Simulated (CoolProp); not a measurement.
Saturation properties of ethanol (Tc = 514.7 K, pc = 6.268 MPa, ω = 0.644).

Values from CoolProp's reference Helmholtz-energy equation of state, Schroeder 2014.

| T (K) | p (MPa) | surface tension (mN/m) | vapour viscosity (µPa s) |
|---|---|---|---|
| 302 | 0.009816 | 21.5 | 8.89 |
| 305.6 | 0.01198 | 21.2 | 9.00 |
| 309.2 | 0.01454 | 20.8 | 9.11 |
| 312.8 | 0.01756 | 20.5 | 9.22 |
| 316.3 | 0.02100 | 20.1 | 9.33 |
| 319.9 | 0.02511 | 19.8 | 9.44 |
| 323.5 | 0.02990 | 19.4 | 9.55 |
| 327.1 | 0.03545 | 19.1 | 9.65 |
| 330.7 | 0.04185 | 18.7 | 9.76 |
| 334.3 | 0.04919 | 18.4 | 9.87 |

It boils at 351.6 K under 1 atm.

Viscosity comes from a separate model (Kiselev 2005). Surface tension comes from a separate correlation (Mulero 2012).
